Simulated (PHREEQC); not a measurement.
Dissolve 0.22 mol/kgw HBr at 25 °C. Closed to the air; pH follows from the charge balance.

Computed with PHREEQC (ion-association model, phreeqc.dat).

Precipitation was switched off in this run.

Task: What pH, density does the model give?

Result: pH 0.76; density 1.009 g/cm³.

Complexes and solids missing from the database can't appear.
